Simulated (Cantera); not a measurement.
Adiabatic ignition

An adiabatic, constant-volume homogeneous reactor starts with 4.14 % CH₄, 20.2 % O₂, 75.7 % N₂, at 1075 K and 2.86 atm.

Detailed kinetics in Cantera: GRI-Mech 3.0 (53 species, 325 reactions).

```tsv
t (s)	T (K)	P (bar)	x CH₄	x O₂	x C₂H₆	x N₂O	x NO	x CO₂	x C₂H
1.00e-6	1075	2.90	0.0414	0.202	<1e-12	<1e-12	<1e-12	<1e-12	<1e-12
4.27e-6	1075	2.90	0.0414	0.202	<1e-12	<1e-12	<1e-12	<1e-12	<1e-12
1.82e-5	1075	2.90	0.0414	0.202	<1e-12	<1e-12	<1e-12	<1e-12	<1e-12
7.77e-5	1075	2.90	0.0414	0.202	<1e-12	<1e-12	<1e-12	<1e-12	<1e-12
0.000331	1075	2.90	0.0414	0.202	2.56e-11	<1e-12	<1e-12	<1e-12	<1e-12
0.00141	1075	2.90	0.0414	0.202	3.27e-9	<1e-12	<1e-12	2.03e-12	<1e-12
0.00603	1075	2.90	0.0413	0.202	7.12e-7	4.00e-12	<1e-12	5.04e-10	<1e-12
0.0257	1076	2.90	0.0412	0.202	1.69e-5	5.41e-11	<1e-12	2.00e-8	<1e-12
0.110	2189	5.91	<1e-12	0.117	<1e-12	1.15e-6	0.00277	0.0410	<1e-12
0.469	2174	5.87	<1e-12	0.114	<1e-12	1.13e-6	0.00839	0.0411	<1e-12
2.00	2173	5.87	<1e-12	0.114	<1e-12	1.13e-6	0.00859	0.0411	<1e-12
```
x: mole fraction; the columns are a selection and need not sum to one.

The time of steepest temperature rise comes out as 65.7 ms and the temperature at 2.00 s comes out as 2173 K. The equilibrium temperature is 2173 K and the x(CH₄) at 2.00 s is <1e-12 (gas-phase equilibrium <1e-12). The x(O₂) at 2.00 s is 0.114 (gas-phase equilibrium 0.114) and the x(C₂H₆) at 2.00 s is <1e-12 (gas-phase equilibrium <1e-12).
